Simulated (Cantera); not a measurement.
Cantera with NASA thermochemical tables; ideal gases at 1 bar, condensed phases pure. Values are per mole of reaction as written; species without (g) are pure solids or liquids, kept so even where they would boil at 1 bar.

**Question.** Between 300 and 2598 K, where is each reaction favourable under standard conditions?
- 2 H2(g) + 2 O(g) + BaF2 ⇌ 2 HF(g) + Ba(OH)2

**Answer.** 
- 2 H2(g) + 2 O(g) + BaF2 ⇌ 2 HF(g) + Ba(OH)2: ΔG° is -714 kJ at 300 K and -215 kJ at 2598 K; it stays negative (K > 1). ΔH° is -801 kJ and ΔS° -225 J/K at 2598 K.
